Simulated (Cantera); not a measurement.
Feed: 1 mol SiHCl3, 0.15 mol C3H8, 2 mol H2, 0.059 mol CH4, at 2373.15 K and 225 Torr.

Method: chemical equilibrium by Gibbs-energy minimisation in Cantera with the NASA 1993 tables (ideal gas, pure condensed phases). Candidate condensed phases: C, C6H6, C7H8, C8H18, Si, SiC; 109 gas species. The tables' values for SiCl3, SiCl are old estimates; treat these amounts as uncertain. Gases not in the tables: Si2H6 and higher silanes. Equilibrium is a limit: real reactors are often held back by kinetics, nucleation or transport.

Task: What is the equilibrium state?

Result: 
```
Property                                    Value
--------------------------------------  ---------
x(H2)                                       0.460
x(HCl)                                      0.401
x(SiCl2)                                    0.102
x(H)                                       0.0173
x(Cl)                                      0.0108
x(C2H2 (acetylene))                       0.00274
x(SiCl3)                                  0.00254
x(SiCl)                                   0.00218
x(Si)                                     0.00104
n(SiC(s))                               0.480 mol
gas amount                              4.791 mol
log10 activity of C(graphite) (absent)      -0.01
log10 activity of Si(l) (absent)            -0.75
```
